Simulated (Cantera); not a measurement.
What does this Cantera script print?

```python
import numpy as np
import cantera as ct

gas = ct.Solution("gri30.yaml")
gas.TPX = 1048, 1200000, {'CH4': 1, 'C2H6': 0.2, 'C3H8': 0.21, 'O2': 2.08, 'N2': 7.83}
reactor = ct.IdealGasConstPressureReactor(gas, energy="on", clone=False)
net = ct.ReactorNet([reactor])
net.rtol, net.atol = 1e-08, 1e-16
show = ['CH4', 'C2H6', 'C3H8', 'C2H2', 'H', 'CO', 'HO2']
times = np.geomspace(3e-06, 0.1, 10)

steps = ct.SolutionArray(gas, extra=["t"])
rows = []
print(f"{'t/s':>10s}{'T/K':>9s}{'P/Pa':>11s}" + "".join(f"{s:>11s}" for s in show))
for t in times:
    while net.time < t:
        t_next = net.step()
        steps.append(gas.state, t=t_next)
    rows.append([np.interp(t, steps.t, y) for y in (steps.T, steps.P, *steps(*show).X.T)])
    print(f"{t:10.3e}{rows[-1][0]:9.1f}{rows[-1][1]:11.4g}" + "".join(f"{x:11.3e}" for x in rows[-1][2:]))
rate = np.gradient(steps.T, steps.t)
print("integrator steps:", len(steps.t))
if steps.T.max() > steps.T[0] + 200:
    print(f"time of steepest temperature rise: {steps.t[rate.argmax()]:.4e} s")
gas.TPX = 1048, 1200000, {'CH4': 1, 'C2H6': 0.2, 'C3H8': 0.21, 'O2': 2.08, 'N2': 7.83}
gas.equilibrate("HP")
print(f"equilibrium (HP): T = {gas.T:.1f} K  " + "  ".join(f"{s} {gas[s].X[0]:.3e}" for s in show))
```

Output:

```
       t/s      T/K       P/Pa        CH4       C2H6       C3H8       C2H2          H         CO        HO2
 3.000e-06   1048.0    1.2e+06  8.834e-02  1.767e-02  1.855e-02  7.055e-19  4.579e-13  3.532e-16  4.326e-09
 9.543e-06   1048.0    1.2e+06  8.834e-02  1.767e-02  1.855e-02  1.432e-17  6.744e-13  1.182e-14  1.509e-08
 3.035e-05   1048.0    1.2e+06  8.834e-02  1.767e-02  1.855e-02  3.943e-16  1.447e-12  3.790e-13  5.529e-08
 9.655e-05   1048.0    1.2e+06  8.834e-02  1.767e-02  1.855e-02  1.440e-14  5.016e-12  1.198e-11  2.171e-07
 3.071e-04   1048.0    1.2e+06  8.834e-02  1.767e-02  1.855e-02  8.248e-13  3.670e-11  5.043e-10  8.999e-07
 9.769e-04   1048.1    1.2e+06  8.834e-02  1.765e-02  1.853e-02  2.315e-10  1.113e-09  1.218e-07  5.732e-06
 3.107e-03   1056.1    1.2e+06  8.765e-02  1.684e-02  1.756e-02  3.156e-07  3.196e-08  1.860e-04  3.533e-05
 9.884e-03   2309.2    1.2e+06  1.925e-09  7.926e-19  7.614e-28  1.593e-12  1.035e-03  1.276e-01  1.074e-09
 3.144e-02   2309.4    1.2e+06  1.904e-09  7.776e-19  7.425e-28  1.573e-12  1.036e-03  1.276e-01  1.076e-09
 1.000e-01   2309.4    1.2e+06  1.903e-09  7.771e-19  7.419e-28  1.573e-12  1.036e-03  1.276e-01  1.076e-09
integrator steps: 2305
time of steepest temperature rise: 4.4431e-03 s
equilibrium (HP): T = 2309.4 K  CH4 2.129e-09  C2H6 9.415e-19  C3H8 9.392e-28  C2H2 1.749e-12  H 1.036e-03  CO 1.276e-01  HO2 1.076e-09
```

Detailed kinetics in Cantera: GRI-Mech 3.0 (53 species, 325 reactions). GRI-Mech 3.0 was tuned for natural gas; its chemistry of propane as a main component is partial and can be far from experiment. The pressure lies above the range GRI-Mech 3.0 was tuned for (to about 10 atm).
